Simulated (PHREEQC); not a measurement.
# Spent oxide etchant: an equilibrium model

Dissolve 0.0012 mol/kgw NH4HF2, 0.0041 mol/kgw (NH4)2SiF6, 0.12 mol/kgw H3BO3 and 0.017 mol/kgw HCl at 11 °C. Closed to the air; pH follows from the charge balance.

The numbers come from PHREEQC with the ion-association model, phreeqc.dat.

No solid was allowed to form.

Q: Predict the pH, ionic strength.

A: pH 1.88; ionic strength 0.0249 mol/kgw.

Q: In which forms is B present?

A: H3BO3 95 %, BF4- 3.8 %, BF3OH- 0.8 % of the B.

The solution is supersaturated, for example in SiO2(a), Quartz (slow to form), so a real one may precipitate; this is no full list. Away from 25 °C the constants follow the database's enthalpies or fits; those with neither stay at their 25 °C values. SiF6-2 is the database's only silicon fluoride. Real BF4- forms and hydrolyses slowly; the run takes it at equilibrium.
